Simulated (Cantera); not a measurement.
What does this Cantera script print?

```python
import numpy as np
import cantera as ct

gas = ct.Solution("h2o2.yaml")
gas.TPX = 1075, 1333, {'H2': 0.0091, 'O2': 1}
reactor = ct.IdealGasConstPressureReactor(gas, energy="off", clone=False)
net = ct.ReactorNet([reactor])
net.rtol, net.atol = 1e-08, 1e-18
show = ['H2', 'O2', 'O', 'H', 'H2O2', 'OH', 'HO2']
times = np.geomspace(0.0003, 200, 12)

steps = ct.SolutionArray(gas, extra=["t"])
rows = []
print(f"{'t/s':>10s}{'T/K':>9s}{'P/Pa':>11s}" + "".join(f"{s:>11s}" for s in show))
for t in times:
    while net.time < t:
        t_next = net.step()
        steps.append(gas.state, t=t_next)
    rows.append([np.interp(t, steps.t, y) for y in (steps.T, steps.P, *steps(*show).X.T)])
    print(f"{t:10.3e}{rows[-1][0]:9.1f}{rows[-1][1]:11.4g}" + "".join(f"{x:11.3e}" for x in rows[-1][2:]))
rate = np.gradient(steps.T, steps.t)
print("integrator steps:", len(steps.t))
if steps.T.max() > steps.T[0] + 200:
    print(f"time of steepest temperature rise: {steps.t[rate.argmax()]:.4e} s")
gas.TPX = 1075, 1333, {'H2': 0.0091, 'O2': 1}
gas.equilibrate("TP")
print(f"equilibrium (TP): T = {gas.T:.1f} K  " + "  ".join(f"{s} {gas[s].X[0]:.3e}" for s in show))
```

Result:

```
       t/s      T/K       P/Pa         H2         O2          O          H       H2O2         OH        HO2
 3.000e-04   1075.0       1333  9.018e-03  9.910e-01  1.441e-10  6.356e-11  5.747e-15  1.249e-10  1.761e-10
 1.015e-03   1075.0       1333  9.018e-03  9.910e-01  1.044e-09  1.898e-10  6.603e-14  7.282e-10  6.004e-10
 3.436e-03   1075.0       1333  9.018e-03  9.910e-01  2.739e-08  3.548e-09  7.836e-13  1.651e-08  2.240e-09
 1.163e-02   1075.0       1333  8.511e-03  9.905e-01  3.346e-04  4.723e-05  3.736e-09  1.918e-04  1.450e-06
 3.935e-02   1075.0       1333  3.411e-05  9.848e-01  5.749e-03  3.413e-04  1.799e-08  4.174e-04  1.328e-06
 1.332e-01   1075.0       1333  1.594e-05  9.880e-01  2.787e-03  1.138e-04  1.720e-08  2.881e-04  9.557e-07
 4.506e-01   1075.0       1333  3.710e-06  9.902e-01  6.579e-04  1.304e-05  1.475e-08  1.402e-04  4.618e-07
 1.525e+00   1075.0       1333  4.864e-07  9.908e-01  8.932e-05  6.546e-07  8.762e-09  5.186e-05  1.390e-07
 5.160e+00   1075.0       1333  5.653e-08  9.909e-01  1.075e-05  2.745e-08  2.952e-09  1.808e-05  2.936e-08
 1.746e+01   1075.0       1333  7.942e-09  9.909e-01  1.554e-06  1.513e-09  6.893e-10  6.889e-06  5.643e-09
 5.910e+01   1075.0       1333  1.459e-09  9.909e-01  2.918e-07  1.231e-10  1.568e-10  2.985e-06  1.346e-09
 2.000e+02   1075.0       1333  3.324e-10  9.909e-01  6.742e-08  1.367e-11  3.935e-11  1.434e-06  6.534e-10
integrator steps: 1983
equilibrium (TP): T = 1075.0 K  H2 5.559e-11  O2 9.909e-01  O 1.138e-08  H 9.540e-13  H2O2 7.170e-12  OH 5.889e-07  HO2 9.308e-10
```

Model: the H2/O2 subset of GRI-Mech 3.0, which has no nitrogen chemistry, integrated in Cantera. Radical loss at walls, strong at low pressure, is not modelled.
